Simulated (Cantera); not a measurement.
A closed system holds: 1 mol Si, 0.86 mol Br₂, 19 mol H₂, held at 0.100 bar.

Equilibrium computed with Cantera from the NASA thermochemical tables; the gas is ideal and each condensed phase is pure. Candidate condensed phases: Br₂, Si; 19 gas species. Gases not in the tables: Si₂H₆ and higher silanes. Equilibrium is a limit: real reactors are often held back by kinetics, nucleation or transport.

Q: What share of the Si ends up in condensed phases as a function of T (K), at 773, 873, 973, 1073, 1173, 1273, 1373, 1473, 1573, 1673, 1773?

A: 
| T (K) | Si condensed (%) | as |
|---|---|---|
| 773 | 57.0 | Si(s) |
| 873 | 59.6 | Si(s) |
| 973 | 64.9 | Si(s) |
| 1073 | 72.2 | Si(s) |
| 1173 | 78.3 | Si(s) |
| 1273 | 80.2 | Si(s) |
| 1373 | 79.5 | Si(s) |
| 1473 | 78.4 | Si(s) |
| 1573 | 77.4 | Si(s) |
| 1673 | 76.6 | Si(s) |
| 1773 | 78.1 | Si(l) |
